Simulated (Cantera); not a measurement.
Input: 1 mol Ti(OiPr)₄, 0.31 mol CH₄, 47 mol H₂, held at 2100 K and 100000 Pa.

These are equilibrium values from Cantera (NASA tables, ideal gas, pure condensed phases), not measurements of a reactor. Candidate condensed phases: C, C₆H₆, C₇H₈, C₈H₁₈, H₂O, Ti, TiC, TiO, TiO₂, Ti₂O₃, Ti₃O₅, Ti₄O₇; 113 gas species. The feed counts by its element totals alone. TiC: taken at fixed stoichiometry. Equilibrium is a limit: real reactors are often held back by kinetics, nucleation or transport.

Base state: H₂ 0.934, CO 0.0609, H 0.00301, C₂H₂ (acetylene) 0.00135, CH₄ 0.000288, CH₃ 1.81e-5 (mole fractions); condensed: C(graphite) + TiC(s).

Problem. What changes in the equilibrium state with this change: 1.8 mol H₂O added?

Solution. 
```json
[
 {"species": "H₂", "before": "0.934", "after": "0.912"},
 {"species": "CO", "before": "0.0609", "after": "0.0837"},
 {"species": "H", "before": "0.00301", "after": "0.00298"},
 {"species": "CH₄", "before": "0.000288", "after": "0.000274"},
 {"species": "CH₃", "before": "1.81e-5", "after": "1.74e-5"},
 {"species": "C(graphite), mol", "before": "7.11", "after": "5.31"},
 {"species": "TiC(s), mol", "before": "1.00", "after": "1.00"}
]
```

Problem. What changes in the equilibrium state with this change: pressure from 100000 Pa to 13300 Pa?

Solution. 
```json
[
 {"species": "H₂", "before": "0.934", "after": "0.930"},
 {"species": "CO", "before": "0.0609", "after": "0.0607"},
 {"species": "H", "before": "0.00301", "after": "0.00823"},
 {"species": "CH₄", "before": "0.000288", "after": "3.80e-5"},
 {"species": "CH₃", "before": "1.81e-5", "after": "6.56e-6"},
 {"species": "C₂H₂ (acetylene)", "before": "0.00135", "after": "0.00134"},
 {"species": "C(graphite), mol", "before": "7.11", "after": "7.13"},
 {"species": "TiC(s), mol", "before": "1.00", "after": "1.000"}
]
```
